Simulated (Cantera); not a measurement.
Input: 1 mol Fe3O4, 0.63 mol C, 0.46 mol H2, equilibrated at 2050 K and 133 Pa.

Equilibrium computed with Cantera from the NASA thermochemical tables; the gas is ideal and each condensed phase is pure. Candidate condensed phases: C, C6H6, C7H8, C8H18, Fe, Fe(CO)5, FeO, Fe(OH)2, Fe(OH)3, Fe2O3, Fe3O4, H2O; 114 gas species. The tables' stoichiometric FeO is somewhat more stable than real wüstite, so its field is too wide. FeO: taken at fixed stoichiometry. Kinetics and transport are ignored.

Base state: CO 0.351, H2O 0.241, CO2 0.155, H2 0.115, Fe 0.106, H 0.0210, FeO 0.00501, OH 0.00484 (mole fractions); condensed: FeO(l).

Task: What changes in the equilibrium state with this change: temperature from 2050 K to 1925 K?

Result: 
```tsv
species	before	after
CO	0.351	0.419
H2O	0.241	0.229
H2	0.115	0.168
Fe	0.106	0.0388
H	0.0210	0.0107
CO2	0.155	0.133
O2	0.000578	3.57e-5
O	0.000641	6.02e-5
FeO	0.00501	0.000873
FeO(l), mol	2.86	2.95
```
